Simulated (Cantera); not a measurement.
Charge: 1 mol SiH2Cl2, 0.28 mol N2, at 973 K.

Method: chemical equilibrium by Gibbs-energy minimisation in Cantera with the NASA 1993 tables (ideal gas, pure condensed phases). Candidate condensed phases: NH4Cl, Si, Si3N4; 28 gas species. N2 is the only nitrogen source here; it is nearly inert below about 1500 K, so the nitride shown seldom forms there in practice. The numbers say what is thermodynamically allowed, not how fast it happens.

Q: What share of the Si ends up in condensed phases as a function of P (Pa), at 5, 21, 85, 350, 1400, 5900, 24000, 100000?

A: 
| P (Pa) | Si condensed (%) | as |
|---|---|---|
| 5 | 50.7 | Si(s) + Si3N4(s) |
| 21 | 50.8 | Si(s) + Si3N4(s) |
| 85 | 50.5 | Si(s) + Si3N4(s) |
| 350 | 50.0 | Si(s) + Si3N4(s) |
| 1400 | 49.4 | Si(s) + Si3N4(s) |
| 5900 | 48.6 | Si(s) + Si3N4(s) |
| 24000 | 47.7 | Si(s) + Si3N4(s) |
| 100000 | 46.5 | Si(s) + Si3N4(s) |
